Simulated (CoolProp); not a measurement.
Decamethylcyclopentasiloxane (D5) along the isobar 1.28 MPa: fugacity coefficient from the reference equation and from simpler models built on Tc = 345.1 °C, pc = 1.078 MPa, ω = 0.631; each cubic takes its own stable root.

Computed with CoolProp (reference Helmholtz-energy equation of state, Thol 2019).

```json
[
 {"T (°C)": "-4.75", "phase": "liquid", "reference": "9.325e-7", "van der Waals": "0.01227", "Soave-Redlich-Kwong": "2.104e-6", "Peng-Robinson": "2.844e-6"},
 {"T (°C)": "4.55", "phase": "liquid", "reference": "2.596e-6", "van der Waals": "0.01565", "Soave-Redlich-Kwong": "5.174e-6", "Peng-Robinson": "6.758e-6"},
 {"T (°C)": "13.85", "phase": "liquid", "reference": "6.628e-6", "van der Waals": "0.01965", "Soave-Redlich-Kwong": "1.187e-5", "Peng-Robinson": "1.503e-5"},
 {"T (°C)": "23.25", "phase": "liquid", "reference": "1.580e-5", "van der Waals": "0.02436", "Soave-Redlich-Kwong": "2.579e-5", "Peng-Robinson": "3.176e-5"},
 {"T (°C)": "32.55", "phase": "liquid", "reference": "3.480e-5", "van der Waals": "0.02973", "Soave-Redlich-Kwong": "5.252e-5", "Peng-Robinson": "6.306e-5"},
 {"T (°C)": "41.85", "phase": "liquid", "reference": "7.204e-5", "van der Waals": "0.03584", "Soave-Redlich-Kwong": "0.0001017", "Peng-Robinson": "0.0001193"},
 {"T (°C)": "51.15", "phase": "liquid", "reference": "0.0001410", "van der Waals": "0.04273", "Soave-Redlich-Kwong": "0.0001879", "Peng-Robinson": "0.0002160"},
 {"T (°C)": "60.45", "phase": "liquid", "reference": "0.0002624", "van der Waals": "0.05043", "Soave-Redlich-Kwong": "0.0003329", "Peng-Robinson": "0.0003756"}
]
```
